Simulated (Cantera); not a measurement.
A closed system holds: 1 mol trisilylamine, 35 mol N₂, at 82.0 Pa.

Cantera equilibrium calculation (NASA polynomials, part measured and part estimated; ideal gas, pure solids and liquids). Candidate condensed phases: Si, Si₃N₄; 18 gas species. The feed counts by its element totals alone. Gases not in the tables: Si₂H₆ and higher silanes. Kinetics and transport are ignored.

What share of the Si ends up in condensed phases as a function of T (K), at 1748, 1773, 1798, 1823, 1848, 1873, 1898, 1923, 1948, 1973, 1998?


```json
[
 {"T (K)": "1748", "Si condensed (%)": "97.4", "as": "Si(l)"},
 {"T (K)": "1773", "Si condensed (%)": "96.2", "as": "Si(l)"},
 {"T (K)": "1798", "Si condensed (%)": "94.6", "as": "Si(l)"},
 {"T (K)": "1823", "Si condensed (%)": "92.2", "as": "Si(l)"},
 {"T (K)": "1848", "Si condensed (%)": "89.0", "as": "Si(l)"},
 {"T (K)": "1873", "Si condensed (%)": "84.5", "as": "Si(l)"},
 {"T (K)": "1898", "Si condensed (%)": "78.3", "as": "Si(l)"},
 {"T (K)": "1923", "Si condensed (%)": "69.9", "as": "Si(l)"},
 {"T (K)": "1948", "Si condensed (%)": "58.5", "as": "Si(l)"},
 {"T (K)": "1973", "Si condensed (%)": "43.0", "as": "Si(l)"},
 {"T (K)": "1998", "Si condensed (%)": "22.0", "as": "Si(l)"}
]
```
